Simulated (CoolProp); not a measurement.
100 sccm (0 °C, 1 atm) of nitrogen bubbles through liquid water at 351.6 K and leaves saturated at a total pressure of 0.15 MPa (ideal gas phase). Each further row changes one setting.

The numbers come from the reference Helmholtz-energy equation of state, Wagner 2002 in CoolProp.

```tsv
case	vapour pressure (kPa)	mole fraction of vapour	delivery (mg/min)	delivery (sccm)	change of delivery for a bath 1 K warmer (%)
as stated	44.5	…	…	…	6.0
bath temperature 356.6 K	54.4	0.363	…	57.0	6.5
total pressure 0.3 MPa	44.5	0.148	14.0	17.4	4.9
```

What belongs in the gaps?


- as stated, mole fraction of vapour: 0.297
- as stated, delivery (mg/min): 33.9
- as stated, delivery (sccm): 42.2
- bath temperature 356.6 K, delivery (mg/min): 45.8
